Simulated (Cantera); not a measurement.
Input (Python, Cantera):

```python
import numpy as np
import cantera as ct

gas = ct.Solution("h2o2.yaml")


def delay(T, t_max=10):
    gas.TPX = T, 69000, {'H2': 1, 'O2': 0.312, 'N2': 1.47}
    reactor = ct.IdealGasConstPressureReactor(gas, clone=False)
    net = ct.ReactorNet([reactor])
    net.rtol, net.atol = 1e-8, 1e-16
    while net.time < t_max:
        t_old, T_old = net.time, reactor.T
        net.step()
        if reactor.T > T + 400:  # ignition: a rise of 400 K
            return t_old + (T + 400 - T_old) / (reactor.T - T_old) * (net.time - t_old)
    return np.nan


taus = []
for T in [1298, 1398, 1498, 1598, 1698, 1798, 1898, 1998, 2098, 2198]:
    taus.append(delay(T))
    print(f"T0 = {T:6g} K   tau = {taus[-1]:.4e} s")
```

Result:

```
T0 =   1298 K   tau = 5.5747e-05 s
T0 =   1398 K   tau = 4.2908e-05 s
T0 =   1498 K   tau = 3.7111e-05 s
T0 =   1598 K   tau = 3.5242e-05 s
T0 =   1698 K   tau = 3.5876e-05 s
T0 =   1798 K   tau = 3.8308e-05 s
T0 =   1898 K   tau = 4.2182e-05 s
T0 =   1998 K   tau = 4.7336e-05 s
T0 =   2098 K   tau = 5.3742e-05 s
T0 =   2198 K   tau = 6.1533e-05 s
```

Detailed kinetics in Cantera: the H2/O2 subset of GRI-Mech 3.0, which has no nitrogen chemistry. Where the delays flatten at high temperature, the 400 K rule measures the pace of heat release, not the induction time.
